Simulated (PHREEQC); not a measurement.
A solution holds 0.0043 mol/kgw NaHS and 0.00035 mol/kgw NaHCO3, at 25 °C. Closed to the air; pH follows from the charge balance.

The numbers come from PHREEQC with the ion-association model, phreeqc.dat.

```json
{
  "pH": "9.02",
  "ionic_strength": "0.00467 mol/kgw",
  "specific_conductance": "502 µS/cm",
  "total_alkalinity": "4.65 meq/kg"
}
```

| species | molality | activity | log γ |
|---|---|---|---|
| Na+ | 0.00465 | 0.00432 | -0.032 |
| HS- | 0.00427 | 0.00396 | -0.032 |
| HCO3- | 0.000327 | 0.000305 | -0.031 |
| H2S | 3.28e-5 | 3.29e-5 | 0.000 |
| CO3-2 | 2.00e-5 | 1.50e-5 | -0.124 |
| OH- | 1.15e-5 | 1.07e-5 | -0.032 |

No solid was allowed to form.
